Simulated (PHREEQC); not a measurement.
0.1 mol of Fluorite (CaF2) is brought to equilibrium with 1 kg of water holding 0.025 mol/kgw KCl, with rising amounts of KH2PO4, at 60 °C. Oxygen is held at 0.21 atm. CO2 from the air is kept out. The run lets Fluorite, Portlandite, Hydroxyapatite, Fluorapatite precipitate or redissolve, and no other solid.

The numbers come from PHREEQC with the ion-association model, wateq4f.dat.

```json
[
 {"KH2PO4 added (mol)": "0", "pH": "6.70", "dissolved Ca (mol/kgw)": "0.000321", "dissolved F (mol/kgw)": "0.000643", "CaH2PO4+ (mol/kgw)": "0"},
 {"KH2PO4 added (mol)": "0.00833", "pH": "4.79", "dissolved Ca (mol/kgw)": "0.000364", "dissolved F (mol/kgw)": "0.000728", "CaH2PO4+ (mol/kgw)": "5.71e-5"},
 {"KH2PO4 added (mol)": "0.025", "pH": "…", "dissolved Ca (mol/kgw)": "0.000422", "dissolved F (mol/kgw)": "0.000844", "CaH2PO4+ (mol/kgw)": "0.000140"},
 {"KH2PO4 added (mol)": "0.0333", "pH": "…", "dissolved Ca (mol/kgw)": "0.000446", "dissolved F (mol/kgw)": "0.000892", "CaH2PO4+ (mol/kgw)": "0.000173"},
 {"KH2PO4 added (mol)": "0.0417", "pH": "4.59", "dissolved Ca (mol/kgw)": "0.000468", "dissolved F (mol/kgw)": "0.000937", "CaH2PO4+ (mol/kgw)": "0.000202"},
 {"KH2PO4 added (mol)": "0.0583", "pH": "4.56", "dissolved Ca (mol/kgw)": "0.000508", "dissolved F (mol/kgw)": "0.00102", "CaH2PO4+ (mol/kgw)": "…"},
 {"KH2PO4 added (mol)": "0.0667", "pH": "4.55", "dissolved Ca (mol/kgw)": "0.000526", "dissolved F (mol/kgw)": "0.00105", "CaH2PO4+ (mol/kgw)": "0.000275"},
 {"KH2PO4 added (mol)": "0.075", "pH": "4.53", "dissolved Ca (mol/kgw)": "0.000543", "dissolved F (mol/kgw)": "0.00109", "CaH2PO4+ (mol/kgw)": "0.000296"},
 {"KH2PO4 added (mol)": "0.0917", "pH": "4.51", "dissolved Ca (mol/kgw)": "0.000575", "dissolved F (mol/kgw)": "0.00115", "CaH2PO4+ (mol/kgw)": "0.000334"},
 {"KH2PO4 added (mol)": "0.1", "pH": "4.50", "dissolved Ca (mol/kgw)": "0.000590", "dissolved F (mol/kgw)": "0.00118", "CaH2PO4+ (mol/kgw)": "0.000352"}
]
```

Problem. What belongs in the gaps?

Solution. 
- 0.025, pH: 4.65
- 0.0333, pH: 4.62
- 0.0583, CaH2PO4+ (mol/kgw): 0.000252

H3PO4, which wateq4f.dat lacks, is added to it with the constant of phreeqc.dat. Constants without temperature data keep their 25 °C values here.
